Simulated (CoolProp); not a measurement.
A Linde-Hampson liquefier for dry air: isothermal reversible compression at 300 K from 1 atm to 30 MPa, throttling to 1 atm, return gas leaving the recuperator 2 K below the feed. Each further row changes one setting.

The numbers come from the reference Helmholtz-energy equation of state, Lemmon 2000 in CoolProp. It is a pseudo-pure fit of the blend.

```csv
case,liquid yield per pass,compression work (kJ/kg of gas)
as stated,0.095,491
high pressure 60 MPa,0.093,565
warm-end temperature 330 K,0.069,544
warm-end gap 7 K,0.084,491
```
